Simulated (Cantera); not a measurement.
Mixture: 7.49 % CH4, 4.19 % CO, 24.4 % O2, 63.4 % N2, 0.494 % H2O, at 1.01 bar, adiabatic and at constant pressure. Ignition delay is the time to a rise of 400 K.

Detailed kinetics in Cantera: GRI-Mech 3.0 (53 species, 325 reactions).

Task: Predict: delay at 1025 K; delay at 1175 K; delay at 1325 K; delay at 1475 K; delay at 1625 K; apparent activation energy between 1550 and 1700 K.

Result: 
| Property | Value |
|---|---|
| delay at 1025 K | 0.631 s |
| delay at 1175 K | 47.2 ms |
| delay at 1325 K | 5.51 ms |
| delay at 1475 K | 0.990 ms |
| delay at 1625 K | 0.272 ms |
| apparent activation energy between 1550 and 1700 K | 160 kJ/mol |
